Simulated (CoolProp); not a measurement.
The numbers come from the reference Helmholtz-energy equation of state, Wu 2011 in CoolProp.

Task: Give the vapour pressure (kPa), liquid density (kg/m³), vapour density (kg/m³), liquid cp (kJ/(kg K)) of saturated dimethyl ether at -63.55, -10.05, 12.85 °C.

Result: 
| T (°C) | p (kPa) | liquid density (kg/m³) | vapour density (kg/m³) | liquid cp (kJ/(kg K)) |
|---|---|---|---|---|
| -63.55 | 13.0 | 786 | 0.346 | 2.16 |
| -10.05 | 185 | 715 | 4.12 | 2.28 |
| 12.85 | 409 | 681 | 8.74 | 2.37 |
